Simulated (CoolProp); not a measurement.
Aqueous methanol as a coolant, 29 % by mass, freezing at -24.5 °C, 1 atm.

Values from CoolProp's Melinder's fits for secondary coolants.

```tsv
T (°C)	viscosity (mPa s)	density (kg/m³)	cp (kJ/(kg K))	Prandtl number
-21.3	10.0	[?]	[?]	91.6
-11.3	5.97	[?]	3.797	54.9
-1.4	3.83	962.1	[?]	35.3
8.5	2.61	958.2	3.946	24.0
18.5	1.86	[?]	3.995	[?]
28.4	1.39	948.9	4.022	12.6
38.3	1.07	943.7	4.026	[?]
```

Question: What belongs in the gaps?

Answer: 
- -21.3, density (kg/m³): 968.4
- -21.3, cp (kJ/(kg K)): 3.701
- -11.3, density (kg/m³): 965.5
- -1.4, cp (kJ/(kg K)): 3.880
- 18.5, density (kg/m³): 953.8
- 18.5, Prandtl number: 17.1
- 38.3, Prandtl number: 9.56
